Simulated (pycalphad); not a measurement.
Computed with pycalphad from the COST 507 light-alloy database (1999), at 1 atm. These are 1990s assessments: newer ones move some temperatures and phases. Phase fractions are per mole of atoms.

Problem. Give the equilibrium state of Al-1.21Si-27.12C (at.%) at 1200 K.

Solution. AL4C3, fraction 0.633, with 0.11 Si, 42.9 C at.%; LIQUID, fraction 0.367, with 3.1 Si, <0.01 C at.%.

Problem. Give the equilibrium state of Al-1.21Si-27.12C (at.%) at 750 K.

Solution. 
```
T = 750.00 K, P = 101325 Pa, N = 1 mol of atoms
G = -39155 J/mol, H = -9618 J/mol, S = 39.38 J/(mol K)  (SER reference)
chemical potentials (J/mol): Al -27473, Si -45611, C -69740
phase             fraction      x(Al)      x(Si)       x(C)
AL4C3               0.4359     0.5714   2.92e-05     0.4286
FCC_A1              0.3712     0.9999   9.17e-05   1.96e-13
AL8SIC7             0.1929     0.5000     0.0625     0.4375
```

Database names, with the compositions (at.%) that they take in these runs: AL4C3: Al 57 C 43; AL8SIC7: Al 50 C 44 Si 6. FCC_A1 is fcc.
